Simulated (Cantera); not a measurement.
An adiabatic, constant-volume homogeneous reactor starts with 9.76 % CO, 12.7 % H2, 3.71 % CH4, 15.5 % O2, 58.3 % N2, equivalence ratio 1.2, at 1425 K and 0.661 atm.

Detailed kinetics in Cantera: GRI-Mech 3.0 (53 species, 325 reactions).

One state of this run: T (K) = 2895; P (bar) = 1.32; x CO = 0.0848; x H2 = 0.0332; x CH4 = <1e-12; x C2H2 = <1e-12; x HO2 = 6.56e-6; x C2H6 = <1e-12. x: mole fraction; the columns are a selection and need not sum to one.

Question: Which value of t (s) does it belong to?
A. 6.00e-6
B. 1.77e-5
C. 0.00391
D. 5.20e-5

Answer: C, 0.00391
